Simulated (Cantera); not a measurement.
Input (Python, Cantera) and output of one run.

```python
import numpy as np
import cantera as ct

gas_names = """
    H H2 N NH NH2 NH3 N2 N2H2 N2H4 Si SiH SiH2 SiH3 SiH4 SiN Si2 Si2N Si3
""".split()
cond_names = """
    Si(cr) Si(L) Si3N4(a)
""".split()


# ... load() reads the species with a 1 bar reference pressure and builds the phases ...
atoms = {
    'trisilylamine': {'Si': 3, 'N': 1, 'H': 9},
    'NH3': {'N': 1, 'H': 3},
    'H2': {'H': 2},
}
top_T = {'Si3N4(a)': 2400}  # K; cautious upper limits of use, not melting points


# ... equilibrate(T, P, feed) seeds the gas with the atoms and calls Mixture.equilibrate('TP', solver="vcs", rtol=1e-11, max_steps=5000) ...
results = []
feed = {'trisilylamine': 1, 'NH3': 0.25, 'H2': 0.72}  # mol
T = 2098  # K
for P in [5, 15, 45, 140, 410, 1200, 3700, 11000, 33000, 100000]:
    mix = equilibrate(T, P, feed)
    results.append((T, P, feed, dict(zip(mix.species_names, mix.species_moles))))
    x = sorted(zip(gas.X, gas.species_names), reverse=True)
    print(f"T = {T:g} K  P = {P:g} Pa  gas = {mix.phase_moles(0):.4g} mol")
    print("   x: " + "  ".join(f"{s} {v:.3e}" for v, s in x if v > 1e-05))
    print("   condensed (mol): " + ("  ".join(f"{mix.phase(i).name} {mix.phase_moles(i):.4g}"
          for i in range(1, mix.n_phases) if mix.phase_moles(i) > 1e-12) or "none"))
```

Result:

```
T = 2098 K  P = 5 Pa  gas = 10.66 mol
   x: H2 3.889e-01  Si 2.799e-01  H 2.714e-01  N2 5.859e-02  SiH 6.725e-04  Si2 3.891e-04  SiN 9.981e-05  Si2N 1.286e-05
   condensed (mol): none
T = 2098 K  P = 15 Pa  gas = 10.06 mol
   x: H2 4.693e-01  Si 2.936e-01  H 1.721e-01  N2 6.198e-02  SiH 1.342e-03  Si2 1.284e-03  SiN 1.865e-04  Si3 8.861e-05  Si2N 7.564e-05  SiH2 2.858e-05
   condensed (mol): none
T = 2098 K  P = 45 Pa  gas = 9.558 mol
   x: H2 5.312e-01  Si 2.902e-01  H 1.057e-01  N2 6.503e-02  Si2 3.765e-03  SiH 2.445e-03  Si3 7.702e-04  Si2N 3.934e-04  SiN 3.271e-04  SiH2 9.592e-05
   condensed (mol): Si(L) 0.09725
T = 2098 K  P = 140 Pa  gas = 7.16 mol
   x: H2 7.450e-01  Si 9.328e-02  N2 8.705e-02  H 7.099e-02  SiH 1.641e-03  Si2 1.210e-03  Si2N 2.580e-04  Si3 2.476e-04  SiN 2.146e-04  SiH2 1.345e-04
   condensed (mol): Si(L) 2.291
T = 2098 K  P = 410 Pa  gas = 6.581 mol
   x: H2 8.277e-01  N2 9.483e-02  H 4.372e-02  Si 3.185e-02  SiH 1.011e-03  Si2 4.132e-04  Si2N 1.574e-04  SiH2 1.494e-04  SiN 1.309e-04  Si3 8.453e-05
   condensed (mol): Si(L) 2.773
T = 2098 K  P = 1200 Pa  gas = 6.376 mol
   x: H2 8.640e-01  N2 9.794e-02  H 2.611e-02  Si 1.088e-02  SiH 6.038e-04  SiH2 1.560e-04  Si2 1.412e-04  Si2N 9.348e-05  SiN 7.774e-05  Si3 2.888e-05
   condensed (mol): Si(L) 2.922
T = 2098 K  P = 3700 Pa  gas = 6.291 mol
   x: H2 8.815e-01  N2 9.930e-02  H 1.502e-02  Si 3.530e-03  SiH 3.473e-04  SiH2 1.592e-04  Si2N 5.361e-05  Si2 4.579e-05  SiN 4.458e-05
   condensed (mol): Si(L) 2.973
T = 2098 K  P = 11000 Pa  gas = 6.256 mol
   x: H2 8.897e-01  N2 9.988e-02  H 8.752e-03  Si 1.187e-03  SiH 2.024e-04  SiH2 1.607e-04  Si2N 3.118e-05  SiN 2.593e-05  Si2 1.540e-05
   condensed (mol): Si(L) 2.989
T = 2098 K  P = 33000 Pa  gas = 6.239 mol
   x: H2 8.941e-01  N2 1.002e-01  H 5.065e-03  Si 3.958e-04  SiH2 1.614e-04  SiH 1.171e-04  Si2N 1.803e-05  SiN 1.499e-05
   condensed (mol): Si(L) 2.995
T = 2098 K  P = 100000 Pa  gas = 6.23 mol
   x: H2 8.964e-01  N2 1.003e-01  H 2.914e-03  SiH2 1.619e-04  Si 1.306e-04  SiH 6.737e-05  Si2N 1.036e-05
   condensed (mol): Si(L) 2.998
```

Method: chemical equilibrium by Gibbs-energy minimisation in Cantera with the NASA 1993 tables (ideal gas, pure condensed phases). The feed counts by its element totals alone. The tables' values for SiN are old estimates; treat these amounts as uncertain. Gases not in the tables: Si2H6 and higher silanes.
